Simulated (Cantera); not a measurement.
# Silicon nitride deposition: Si₂Cl₆ + N₂ + H₂

Charge: 1 mol Si₂Cl₆, 1.2 mol N₂, a varied amount of H₂, at 1273 K and 0.100 bar.

These are equilibrium values from Cantera (NASA tables, ideal gas, pure condensed phases), not measurements of a reactor. Candidate condensed phases: NH₄Cl, Si, Si₃N₄; 28 gas species. The feed counts by its element totals alone. N₂ is the only nitrogen source here; it is nearly inert below about 1500 K, so the nitride shown seldom forms there in practice. The tables' values for SiCl₃ are old estimates; treat these amounts as uncertain. Kinetics and transport are ignored.

From 0.65 mol H₂ to 46 mol H₂ the condensed part is Si₃N₄(s). The main Si-bearing gas is SiCl₄ throughout. The share of Si in condensed phases is highest at 46 mol H₂ (88.7 %) and lowest at 0.65 mol H₂ (36.0 %).

```
n(H₂) (mol)    x H₂  x HCl  x SiCl₄      x N₂   x SiCl₃  x SiHCl₃  n Si₃N₄(s)
-----------  ------  -----  -------  --------  --------  --------  ----------
0.65         0.0573  0.300    0.396     0.231    0.0108   0.00302       0.240
1.2           0.126  0.393    0.296     0.171   0.00914   0.00378       0.283
2.2           0.235  0.449    0.193     0.110   0.00715   0.00405       0.339
4.1           0.386  0.442    0.105    0.0570   0.00504   0.00366       0.408
7.5           0.546  0.375   0.0480    0.0240   0.00324   0.00280       0.478
14            0.698  0.272   0.0179   0.00738   0.00189   0.00184       0.538
25            0.808  0.180  0.00647   0.00187   0.00110   0.00116       0.574
46            0.887  0.108  0.00208  0.000357  0.000621  0.000683       0.591
```
x: gas mole fraction; n: condensed amount in mol.
